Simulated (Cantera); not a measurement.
**Thermodynamics of chlorosilane synthesis and conversion, feed Si + Cl2 + H2**

Charge: 1 mol Si, a varied amount of Cl2, 1.3 mol H2, at 1023.15 K and 10500 Torr.

Cantera equilibrium calculation (NASA polynomials, part measured and part estimated; ideal gas, pure solids and liquids). Candidate condensed phases: Si; 19 gas species. The tables' values for SiCl3 are old estimates; treat these amounts as uncertain. Rates play no part.

```json
[
 {"n(Cl2) (mol)": "0.5", "x H2": "0.801", "x HCl": "0.00659", "x SiCl4": "0.0892", "x SiHCl3": "0.0919", "x SiH2Cl2": "0.0105", "x SiCl3": "0.000638", "x SiH3Cl": "0.000308", "n Si(s)": "0.709"},
 {"n(Cl2) (mol)": "0.66", "x H2": "0.752", "x HCl": "0.00685", "x SiCl4": "0.118", "x SiHCl3": "0.110", "x SiH2Cl2": "0.0113", "x SiCl3": "0.000789", "x SiH3Cl": "0.000301", "n Si(s)": "0.620"},
 {"n(Cl2) (mol)": "0.87", "x H2": "0.696", "x HCl": "0.00705", "x SiCl4": "0.154", "x SiHCl3": "0.129", "x SiH2Cl2": "0.0120", "x SiCl3": "0.000963", "x SiH3Cl": "0.000286", "n Si(s)": "0.503"},
 {"n(Cl2) (mol)": "1.1", "x H2": "0.642", "x HCl": "0.00714", "x SiCl4": "0.191", "x SiHCl3": "0.146", "x SiH2Cl2": "0.0123", "x SiCl3": "0.00113", "x SiH3Cl": "0.000267", "n Si(s)": "0.376"},
 {"n(Cl2) (mol)": "1.5", "x H2": "0.564", "x HCl": "0.00714", "x SiCl4": "0.249", "x SiHCl3": "0.166", "x SiH2Cl2": "0.0123", "x SiCl3": "0.00138", "x SiH3Cl": "0.000235", "n Si(s)": "0.159"},
 {"n(Cl2) (mol)": "2", "x H2": "0.523", "x HCl": "0.0424", "x SiCl4": "0.393", "x SiHCl3": "0.0411", "x SiH2Cl2": "0.000475", "x SiCl3": "0.000353", "x SiH3Cl": "1.42e-6", "n Si(s)": "0"},
 {"n(Cl2) (mol)": "2.6", "x H2": "0.240", "x HCl": "0.415", "x SiCl4": "0.343", "x SiHCl3": "0.00168", "x SiH2Cl2": "9.08e-7", "x SiCl3": "2.13e-5", "x SiH3Cl": "1.27e-10", "n Si(s)": "0"}
]
```
x: gas mole fraction; n: condensed amount in mol.

From 0.5 mol Cl2 to 1.5 mol Cl2 the condensed part is Si(s). From 2 mol Cl2 to 2.6 mol Cl2 nothing is condensed. The main Si-bearing gas is SiHCl3 at 0.5 mol Cl2 and SiCl4 at 2.6 mol Cl2.
